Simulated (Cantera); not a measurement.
An isothermal, constant-pressure homogeneous reactor starts with CH₄ : CO₂ = 1 : 0.41 (molar parts), at 1248 K and 195 Torr.

Cantera simulation using GRI-Mech 3.0 (53 species, 325 reactions); the numbers are that mechanism's predictions, not measurements. GRI-Mech 3.0 stops at C3 and has no aromatics, soot or wall deposition, so with more carbon than oxygen in the feed, carbon stays in small species such as C2H2 where larger ones or solid carbon would form.

Question: Predict: x(CH₄) at 100 s; x(CO₂) at 100 s; x(C₂H₄) at 100 s; x(CH₂O) at 100 s.

Answer: 
```
Item                                               Result
----------------  ---------------------------------------
x(CH₄) at 100 s       0.618 (gas-phase equilibrium 0.201)
x(CO₂) at 100 s     0.267 (gas-phase equilibrium 7.94e-7)
x(C₂H₄) at 100 s   0.00396 (gas-phase equilibrium 0.0103)
x(CH₂O) at 100 s  7.61e-8 (gas-phase equilibrium 1.84e-8)
```
